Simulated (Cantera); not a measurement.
What does this Cantera script print?

```python
import numpy as np
import cantera as ct

gas = ct.Solution("gri30.yaml")
gas.TPX = 525, 150000, {'CH4': 1, 'O2': 1.82, 'N2': 5.27, 'H2O': 2.1}
inlet = ct.Reservoir(gas, clone=True)
gas.equilibrate("HP")  # start burning
reactor = ct.IdealGasConstPressureReactor(gas, energy="on", clone=False)
exhaust = ct.Reservoir(gas, clone=True)
tau = [0.034, 0.019, 0.01, 0.0058, 0.0033, 0.0018, 0.001, 0.00057, 0.00032, 0.00018, 9.9e-05, 5.5e-05, 3.1e-05][0]
for a, b in ((inlet, reactor), (reactor, exhaust)):
    ct.MassFlowController(a, b, mdot=lambda t: reactor.mass / tau)
net = ct.ReactorNet([reactor])
show = ['CH4', 'O2', 'H2O', 'C2H4', 'H2', 'C2H6', 'HO2']

rows = []
print(f"{'tau/s':>10s}{'T/K':>9s}" + "".join(f"{s:>11s}" for s in show))
for tau in [0.034, 0.019, 0.01, 0.0058, 0.0033, 0.0018, 0.001, 0.00057, 0.00032, 0.00018, 9.9e-05, 5.5e-05, 3.1e-05]:
    net.initial_time = 0.0
    net.advance(30 * tau)
    before = gas.X
    net.advance(40 * tau)
    drift = np.max(np.abs(gas.X - before) / (gas.X + 1e-9))
    rows.append([gas.T, *gas[show].X, drift])
    print(f"{tau:10.3e}{gas.T:9.1f}" + "".join(f"{x:11.3e}" for x in gas[show].X))
```

It prints:

```
     tau/s      T/K        CH4         O2        H2O       C2H4         H2       C2H6        HO2
 3.400e-02   2184.0  1.454e-05  1.251e-03  3.734e-01  4.223e-09  1.848e-02  1.196e-10  4.392e-07
 1.900e-02   2175.1  2.049e-05  1.659e-03  3.723e-01  8.348e-09  1.895e-02  2.489e-10  6.262e-07
 1.000e-02   2161.9  2.978e-05  2.281e-03  3.708e-01  1.690e-08  1.965e-02  5.397e-10  9.414e-07
 5.800e-03   2147.5  4.116e-05  2.982e-03  3.691e-01  3.006e-08  2.042e-02  1.029e-09  1.335e-06
 3.300e-03   2129.1  5.829e-05  3.906e-03  3.669e-01  5.409e-08  2.141e-02  2.011e-09  1.908e-06
 1.800e-03   2104.8  8.657e-05  5.160e-03  3.641e-01  1.024e-07  2.267e-02  4.216e-09  2.779e-06
 1.000e-03   2076.5  1.306e-04  6.672e-03  3.611e-01  1.952e-07  2.407e-02  9.002e-09  3.965e-06
 5.700e-04   2045.0  2.002e-04  8.450e-03  3.578e-01  3.801e-07  2.552e-02  1.980e-08  5.533e-06
 3.200e-04   2007.9  3.248e-04  1.074e-02  3.543e-01  8.204e-07  2.701e-02  4.932e-08  7.803e-06
 1.800e-04   1965.1  5.649e-04  1.380e-02  3.508e-01  2.052e-06  2.835e-02  1.465e-07  1.126e-05
 9.900e-05   1907.1  1.189e-03  1.915e-02  3.473e-01  7.729e-06  2.940e-02  7.228e-07  1.845e-05
 5.500e-05    525.0  9.814e-02  1.786e-01  2.061e-01  3.483e-17  1.228e-15  5.415e-17  2.805e-18
 3.100e-05    525.0  9.814e-02  1.786e-01  2.061e-01 -2.967e-21 -1.046e-19 -4.614e-21  4.691e-21
```

Detailed kinetics in Cantera: GRI-Mech 3.0 (53 species, 325 reactions).
